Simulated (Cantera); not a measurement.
A closed system holds: 1 mol BF3, 4.9 mol NH3, 0.35 mol N2, at 750 Torr.

Cantera equilibrium calculation (NASA polynomials, part measured and part estimated; ideal gas, pure solids and liquids). Candidate condensed phases: B, BN; 31 gas species. The tables' values for BF2 are old estimates; treat these amounts as uncertain. The numbers say what is thermodynamically allowed, not how fast it happens.

Q: At 1700 K, list the 4 most abundant gas species with their mole fractions, and the condensed phases.

A: H2 0.640, N2 0.246, BF3 0.0754, HF 0.0335. Condensed: BN(s).
